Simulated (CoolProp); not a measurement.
A single-stage vapour-compression cycle with the fluid: evaporating at 246.15 K (dew point), condensing at 315.15 K (bubble point), superheat 2 K, subcooling 2 K, compressor efficiency 0.6, no pressure losses. The same conditions are run with several fluids, on thermodynamics alone (safety and materials aside).

The numbers come from the reference Helmholtz-energy equation of state of each fluid (R22: Kamei 1995; R404A: Lemmon 2003; R152A: Outcalt 1996; n-butane: Bücker 2006; R21: Platzer 1990; cis-2-butene: Lemmon 2005) in CoolProp. The equations of Platzer and Polt are older, rougher fits. Blends and air are pseudo-pure fits.

Problem. Rank R22, R404A, R152A, n-butane, R21, cis-2-butene by cooling COP, highest first.

Solution. R21 (1.72), cis-2-butene (1.68), R152A (1.61), n-butane (1.59), R22 (1.55), R404A (1.29)

| fluid | pressure ratio | discharge temperature (K) | refrigerating effect (kJ/kg) | volumetric capacity (kJ/m³) |
|---|---|---|---|---|
| R22 | 8.67 | 398.1 | 146 | 1200 |
| R404A | 8.40 | 349.8 | 92.8 | 1090 |
| R152A | 10.8 | 385.2 | 218 | 644 |
| n-butane | 12.3 | 347.9 | 253 | 237 |
| R21 | 15.8 | 427.3 | 190 | 190 |
| cis-2-butene | 13.5 | 372.9 | 299 | 218 |
